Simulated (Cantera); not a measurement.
An adiabatic, constant-volume homogeneous reactor starts with CH4 : H2 : O2 : N2 = 1 : 0.32 : 0.9 : 3.38 (molar parts), at 1800 K and 0.610 bar. Integrator tolerance rtol = 1e-08.

Detailed kinetics in Cantera: GRI-Mech 3.0 (53 species, 325 reactions).

### Question
What does this change do: pressure from 0.610 bar to 1.00 bar?

### Answer
```json
[
 {"quantity": "time of steepest temperature rise", "before": "0.120 ms", "after": "77.3 µs"},
 {"quantity": "temperature at 10.0 s", "before": "2756 K", "after": "2789 K"},
 {"quantity": "equilibrium temperature", "before": "2756 K", "after": "2789 K"},
 {"quantity": "x(CH4) at 10.0 s", "before": "2.30e-11 (gas-phase equilibrium 2.56e-11)", "after": "5.78e-11 (gas-phase equilibrium 6.45e-11)"},
 {"quantity": "x(H2) at 10.0 s", "before": "0.220 (gas-phase equilibrium 0.220)", "after": "0.222 (gas-phase equilibrium 0.222)"},
 {"quantity": "x(O2) at 10.0 s", "before": "6.57e-5 (gas-phase equilibrium 6.57e-5)", "after": "5.13e-5 (gas-phase equilibrium 5.13e-5)"},
 {"quantity": "x(HCO) at 10.0 s", "before": "4.86e-7 (gas-phase equilibrium 4.86e-7)", "after": "6.80e-7 (gas-phase equilibrium 6.80e-7)"},
 {"quantity": "x(CH2) at 10.0 s", "before": "1.39e-11 (gas-phase equilibrium 1.48e-11)", "after": "2.63e-11 (gas-phase equilibrium 2.82e-11)"},
 {"quantity": "x(C2H2) at 10.0 s", "before": "<1e-12 (gas-phase equilibrium <1e-12)", "after": "<1e-12 (gas-phase equilibrium <1e-12)"}
]
```
